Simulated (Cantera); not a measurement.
Input (Python, Cantera):

```python
import numpy as np
import cantera as ct

gas = ct.Solution("gri30.yaml")


def delay(T, t_max=10):
    gas.TPX = T, 44000, {'H2': 1, 'O2': 0.515, 'N2': 3.14}
    reactor = ct.IdealGasConstPressureReactor(gas, clone=False)
    net = ct.ReactorNet([reactor])
    net.rtol, net.atol = 1e-8, 1e-16
    while net.time < t_max:
        t_old, T_old = net.time, reactor.T
        net.step()
        if reactor.T > T + 400:  # ignition: a rise of 400 K
            return t_old + (T + 400 - T_old) / (reactor.T - T_old) * (net.time - t_old)
    return np.nan


taus = []
for T in [1100, 1200, 1300, 1400, 1500, 1600]:
    taus.append(delay(T))
    print(f"T0 = {T:6g} K   tau = {taus[-1]:.4e} s")
```

It prints:

```
T0 =   1100 K   tau = 2.6726e-04 s
T0 =   1200 K   tau = 1.6851e-04 s
T0 =   1300 K   tau = 1.2887e-04 s
T0 =   1400 K   tau = 1.1446e-04 s
T0 =   1500 K   tau = 1.1335e-04 s
T0 =   1600 K   tau = 1.2051e-04 s
```

Computed with Cantera and GRI-Mech 3.0 (53 species, 325 reactions). Where the delays flatten at high temperature, the 400 K rule measures the pace of heat release, not the induction time.
